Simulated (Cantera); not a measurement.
Diamond growth

A diamond (100) surface in a fixed gas of H2 with x(CH4) = 0.0033, x(H) = 0.0037, at 1025 K, 0.0470 bar; coverages are run to steady state.

Detailed kinetics in Cantera: the Harris–Goodwin 1993 mechanism for the reconstructed diamond (100) surface.

```json
[
 {"x(CH3)": "1e-06", "growth (µm/h)": "0.0252", "θ c6HH": "0.575", "θ c6H*": "0.0206", "θ c6*H": "0.393", "θ c6**": "0.0114", "θ c6HM": "0.000120"},
 {"x(CH3)": "2.5e-06", "growth (µm/h)": "0.0630", "θ c6HH": "0.575", "θ c6H*": "0.0206", "θ c6*H": "0.392", "θ c6**": "0.0114", "θ c6HM": "0.000301"},
 {"x(CH3)": "6.2e-06", "growth (µm/h)": "0.156", "θ c6HH": "0.575", "θ c6H*": "0.0206", "θ c6*H": "0.392", "θ c6**": "0.0114", "θ c6HM": "0.000745"},
 {"x(CH3)": "1.5e-05", "growth (µm/h)": "0.377", "θ c6HH": "0.574", "θ c6H*": "0.0205", "θ c6*H": "0.392", "θ c6**": "0.0113", "θ c6HM": "0.00180"},
 {"x(CH3)": "3.8e-05", "growth (µm/h)": "0.951", "θ c6HH": "0.572", "θ c6H*": "0.0204", "θ c6*H": "0.390", "θ c6**": "0.0113", "θ c6HM": "0.00454"},
 {"x(CH3)": "9.5e-05", "growth (µm/h)": "2.35", "θ c6HH": "0.567", "θ c6H*": "0.0202", "θ c6*H": "0.386", "θ c6**": "0.0111", "θ c6HM": "0.0112"},
 {"x(CH3)": "0.00024", "growth (µm/h)": "5.78", "θ c6HH": "0.554", "θ c6H*": "0.0198", "θ c6*H": "0.377", "θ c6**": "0.0108", "θ c6HM": "0.0276"},
 {"x(CH3)": "0.00058", "growth (µm/h)": "13.1", "θ c6HH": "0.526", "θ c6H*": "0.0187", "θ c6*H": "0.357", "θ c6**": "0.00998", "θ c6HM": "0.0627"},
 {"x(CH3)": "0.0015", "growth (µm/h)": "29.2", "θ c6HH": "0.465", "θ c6H*": "0.0164", "θ c6*H": "0.314", "θ c6**": "0.00828", "θ c6HM": "0.140"}
]
```
θ: site fractions in the mechanism's names (c6HH fully hydrogenated, c6H* and c6*H radical sites, c6** diradical, c6HM methylated).
